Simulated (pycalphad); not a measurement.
Phase fractions of C-50.97B (wt.%)

CALPHAD calculation (pycalphad, COST 507 light-alloy database (1999)), 1 atm. The database dates from 1999; later assessments differ in places, in temperatures and in the compounds included. Amounts are mole fractions of atoms. Diffusion is slow at the low end, where real alloys seldom reach equilibrium.

```json
[
 {"T (K)": "3300", "liquid": "0.904", "graphite": "0.096", "B4C": "-"},
 {"T (K)": "3150", "liquid": "0.858", "graphite": "0.142", "B4C": "-"},
 {"T (K)": "3000", "liquid": "0.819", "graphite": "0.181", "B4C": "-"},
 {"T (K)": "2850", "liquid": "0.786", "graphite": "0.214", "B4C": "-"},
 {"T (K)": "2700", "liquid": "0.756", "graphite": "0.244", "B4C": "-"},
 {"T (K)": "2550", "liquid": "-", "graphite": "0.342", "B4C": "0.658"},
 {"T (K)": "2400", "liquid": "-", "graphite": "0.339", "B4C": "0.661"},
 {"T (K)": "2250", "liquid": "-", "graphite": "0.337", "B4C": "0.663"},
 {"T (K)": "2100", "liquid": "-", "graphite": "0.335", "B4C": "0.665"},
 {"T (K)": "1950", "liquid": "-", "graphite": "0.334", "B4C": "0.666"},
 {"T (K)": "1800", "liquid": "-", "graphite": "0.333", "B4C": "0.667"},
 {"T (K)": "1650", "liquid": "-", "graphite": "0.332", "B4C": "0.668"},
 {"T (K)": "1500", "liquid": "-", "graphite": "0.331", "B4C": "0.669"},
 {"T (K)": "1350", "liquid": "-", "graphite": "0.331", "B4C": "0.669"},
 {"T (K)": "1200", "liquid": "-", "graphite": "0.330", "B4C": "0.670"},
 {"T (K)": "1050", "liquid": "-", "graphite": "0.330", "B4C": "0.670"},
 {"T (K)": "900", "liquid": "-", "graphite": "0.330", "B4C": "0.670"},
 {"T (K)": "750", "liquid": "-", "graphite": "0.330", "B4C": "0.670"},
 {"T (K)": "600", "liquid": "-", "graphite": "0.330", "B4C": "0.670"}
]
```

Database names, with the compositions (at.%) that they take in these runs: B4C: B 80 C 20.
